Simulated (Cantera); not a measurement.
Charge: 1 mol Fe₃O₄, 1 mol HCl, 2.1 mol N₂, equilibrated at 702 °C and 10000 Pa.

Method: chemical equilibrium by Gibbs-energy minimisation in Cantera with the NASA 1993 tables (ideal gas, pure condensed phases). Candidate condensed phases: Fe, FeCl₂, FeCl₃, FeO, Fe(OH)₂, Fe(OH)₃, Fe₂O₃, Fe₃O₄, H₂O, NH₄Cl; 37 gas species. Kinetics and transport are ignored.

Base state: N₂ 0.679, HCl 0.296, H₂O 0.0138, FeCl₂ 0.00899, FeCl₃ 0.00297, Fe₂Cl₄ 0.000143 (mole fractions); condensed: Fe₂O₃(s) + Fe₃O₄(s).

Question: What changes in the equilibrium state with this change: pressure from 10000 Pa to 210000 Pa?

Answer: 
| species | before | after |
|---|---|---|
| N₂ | 0.679 | 0.681 |
| HCl | 0.296 | 0.285 |
| H₂O | 0.0138 | 0.0198 |
| FeCl₃ | 0.00297 | 0.00705 |
| Fe₂Cl₆ | 2.64e-6 | 0.000312 |
| Fe₂Cl₄ | 0.000143 | 0.00125 |
| Fe₂O₃(s), mol | 0.0240 | 0.0137 |
| Fe₃O₄(s), mol | 0.971 | 0.974 |
